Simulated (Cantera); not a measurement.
An isothermal, constant-pressure homogeneous reactor starts with N2O : H2O = 0.35 : 0.028 (molar parts), at 1500 K and 24.8 Torr.

Detailed kinetics in Cantera: GRI-Mech 3.0 (53 species, 325 reactions). GRI-Mech 3.0 was tuned for natural gas; its chemistry of N2O as a main component is partial and can be far from experiment. Radical loss at walls, strong at low pressure, is not modelled. The temperature is held fixed by assumption; the heat of reaction is taken as removed at once.

x: mole fraction; the columns are a selection and need not sum to one.

```json
[
 {"t (s)": "4.00e-5", "x N2O": "0.926", "x H2O": "0.0741", "x H2O2": "1.19e-11", "x O": "3.65e-5", "x NO": "4.81e-6", "x HO2": "1.81e-8"},
 {"t (s)": "0.000123", "x N2O": "0.926", "x H2O": "0.0741", "x H2O2": "7.44e-10", "x O": "6.96e-5", "x NO": "3.30e-5", "x HO2": "4.00e-7"},
 {"t (s)": "0.000380", "x N2O": "0.925", "x H2O": "0.0740", "x H2O2": "…", "x O": "8.32e-5", "x NO": "0.000157", "x HO2": "5.64e-6"},
 {"t (s)": "0.00117", "x N2O": "0.922", "x H2O": "0.0738", "x H2O2": "2.24e-7", "x O": "8.30e-5", "x NO": "0.000549", "x HO2": "2.70e-5"},
 {"t (s)": "0.00360", "x N2O": "0.914", "x H2O": "0.0736", "x H2O2": "2.41e-7", "x O": "8.36e-5", "x NO": "0.00173", "x HO2": "2.95e-5"},
 {"t (s)": "0.0111", "x N2O": "0.888", "x H2O": "0.0729", "x H2O2": "…", "x O": "8.27e-5", "x NO": "0.00517", "x HO2": "2.30e-5"},
 {"t (s)": "0.0342", "x N2O": "0.816", "x H2O": "0.0711", "x H2O2": "…", "x O": "8.00e-5", "x NO": "0.0149", "x HO2": "1.48e-5"},
 {"t (s)": "0.105", "x N2O": "0.638", "x H2O": "0.0666", "x H2O2": "…", "x O": "7.62e-5", "x NO": "0.0390", "x HO2": "6.71e-6"},
 {"t (s)": "0.325", "x N2O": "0.327", "x H2O": "0.0587", "x H2O2": "…", "x O": "7.05e-5", "x NO": "0.0800", "x HO2": "1.89e-6"},
 {"t (s)": "1.00", "x N2O": "0.0585", "x H2O": "0.0519", "x H2O2": "…", "x O": "6.05e-5", "x NO": "0.113", "x HO2": "2.66e-7"}
]
```

Q: Fill in the missing entries.

A: 
- 0.000380, x H2O2: 2.53e-8
- 0.0111, x H2O2: 1.62e-7
- 0.0342, x H2O2: 8.67e-8
- 0.105, x H2O2: 3.28e-8
- 0.325, x H2O2: 9.80e-9
- 1.00, x H2O2: 3.46e-9
